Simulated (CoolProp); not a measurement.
The fluid at 298.15 K and 0.251 MPa flows at 1.8 m/s in a round tube of 6 mm bore and 1.5 µm roughness, fully developed (64/Re and Nu = 3.66 if laminar; Colebrook and Gnielinski if turbulent). The same conditions are run with several fluids, on thermodynamics alone (safety and materials aside).

Model: reference Helmholtz-energy equation of state of each fluid (ammonia: Gao 2020; R407C: Lemmon 2003; oxygen: Schmidt 1985; C3F8 (R218): Lemmon 2006), in CoolProp. Blends and air are pseudo-pure fits.

Task: Rank ammonia, R407C, oxygen, C3F8 (R218) by Reynolds number, highest first.

Result: C3F8 (R218) (17800), R407C (8020), ammonia (1900), oxygen (1700)

```
fluid        Darcy friction factor  pressure drop (Pa/m)  heat-transfer coefficient (W/(m² K))  mass flow (kg/h)
-----------  ---------------------  --------------------  ------------------------------------  ----------------
ammonia                     0.0336                  16.1                                  15.3             0.325
R407C                       0.0331                  81.3                                  58.2              1.67
oxygen                      0.0376                  32.9                                  16.1             0.595
C3F8 (R218)                 0.0272                   148                                   105              3.69
```

Transport values come from each fluid's own correlations; those of C3F8 (R218) are estimates that may be off by 10 % or more.
